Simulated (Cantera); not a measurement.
An isothermal, constant-pressure homogeneous reactor starts with CH₃OH : O₂ : N₂ = 0.004 : 0.04 : 1 (molar parts), equivalence ratio 0.15, at 1450 K and 2.86 atm.

Model: GRI-Mech 3.0 (53 species, 325 reactions), integrated in Cantera. GRI-Mech 3.0 was tuned for natural gas; its chemistry of methanol as a main component is partial and can be far from experiment.

x: mole fraction; the columns are a selection and need not sum to one.

| t (s) | x CH₃OH | x O₂ | x NO | x HO₂ | x CH₃ | x CH₂CO |
|---|---|---|---|---|---|---|
| 0.000200 | 0.00288 | 0.0378 | 9.28e-12 | 0.000148 | 3.09e-7 | 3.68e-10 |
| 0.000693 | <1e-12 | 0.0333 | ? | ? | <1e-12 | <1e-12 |
| 0.00240 | <1e-12 | 0.0326 | 3.13e-7 | 1.67e-6 | <1e-12 | <1e-12 |
| 0.00833 | <1e-12 | 0.0325 | 3.88e-7 | 2.26e-7 | <1e-12 | <1e-12 |
| 0.0289 | <1e-12 | 0.0325 | 4.15e-7 | ? | <1e-12 | <1e-12 |
| 0.100 | <1e-12 | 0.0325 | 4.22e-7 | 1.24e-8 | <1e-12 | <1e-12 |
| 0.347 | <1e-12 | 0.0325 | 4.24e-7 | 1.19e-8 | <1e-12 | <1e-12 |
| 1.20 | <1e-12 | 0.0325 | 4.32e-7 | 1.19e-8 | <1e-12 | <1e-12 |
| 4.16 | <1e-12 | 0.0325 | 4.59e-7 | 1.19e-8 | <1e-12 | <1e-12 |
| 14.4 | <1e-12 | 0.0325 | 5.53e-7 | 1.19e-8 | <1e-12 | <1e-12 |
| 50.0 | <1e-12 | 0.0325 | 8.80e-7 | 1.19e-8 | <1e-12 | <1e-12 |

**Question.** What belongs in the gaps?

**Answer.** 
- 0.000693, x NO: 1.64e-7
- 0.000693, x HO₂: 6.07e-6
- 0.0289, x HO₂: 2.77e-8
